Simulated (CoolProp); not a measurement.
Model: reference Helmholtz-energy equation of state, Bücker 2006, in CoolProp.

Give the vapour pressure (MPa), liquid density (kg/m³), vapour density (kg/m³), vapour viscosity (µPa s) of saturated ethane at 236.1 K.


```csv
T (K),p (MPa),liquid density (kg/m³),vapour density (kg/m³),vapour viscosity (µPa s)
236.1,0.855,472,15.4,7.72
```

Viscosity comes from a separate model (Friend 1991).
